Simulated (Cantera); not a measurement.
A perfectly stirred reactor is fed with CH4 : H2 : O2 : N2 = 1 : 0.27 : 1.42 : 5.35 (molar parts), at 1.00 bar; it is adiabatic with a 600 K inlet, and is followed from long to short residence time, starting on the burning branch (τ in s: 0.07, 0.03, 0.013, 0.0054, 0.0023, 0.00097, 0.00041, 0.00018, 7.5e-05, 3.2e-05, 1.4e-05, 5.8e-06).

Computed with Cantera and GRI-Mech 3.0 (53 species, 325 reactions).

One state of this run: T (K) = 2122; x CH4 = 0.000243; x H2 = 0.0826; x O2 = 0.000291; x C2H = 3.26e-8; x N2O = 4.04e-8; x H2O = 0.178; x CH3 = 0.000132. x: mole fraction; the columns are a selection and need not sum to one.

Question: Which value of τ (s) does it belong to?
A) 0.00097
B) 0.030
C) 0.013
D) 1.4e-5

Answer: C, 0.013
